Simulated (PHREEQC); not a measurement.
A PHREEQC speciation (ion-association model, phreeqc.dat) at 21 °C gives pH 3.98 and these molalities:

```tsv
species	mol/kgw
AlSO4+	0.0426
SO4-2	0.0256
Al(SO4)2-	0.0123
Al+3	0.00684
AlOH+2	0.000228
H+	0.000127
HSO4-	0.000112
Al(OH)2+	5.75e-6
```

Task: What are the element totals, and what could have been dissolved in 1 kg of water to give them?

Result: Several could match; the one computed here: totals Al 0.0620, S(6) 0.0930 mol/kgw, from 0.031 mol/kgw Al2(SO4)3.

Precipitation was switched off in this run. Saturation is exceeded, for instance for Gibbsite (slow to form); the values hold only as long as no solid forms. Complexes and solids missing from the database can't appear.
